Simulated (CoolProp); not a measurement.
Vapour-liquid equilibrium of benzene (1) + o-xylene (2) at 0.0101 MPa; x and y are mole fractions of (1).

Model: multi-fluid Helmholtz-energy mixture model, Thol 2012 and Zhou 2012; pair parameters Bell 2016, in CoolProp.

```csv
x,bubble temperature (°C),y at the bubble point,dew temperature at overall composition x (°C),liquid density (mol/L)
0.05,67.6,0.282,73.3,8.015
0.2,50.1,0.735,69.8,8.505
0.35,38.3,0.885,65.7,8.981
0.5,31.1,0.940,60.8,9.453
0.65,26.7,0.966,54.6,9.940
0.8,23.7,0.981,45.8,10.46
0.95,21.1,0.995,29.5,11.04
```

No azeotrope shows between x = 0.05 and 0.95.

The pair parameters rest on a limited set of measurements; away from them the model extrapolates. The gap from Raoult's law changes sign with composition, which may be real or a fault of the pair parameters; it wasn't checked against measurements.
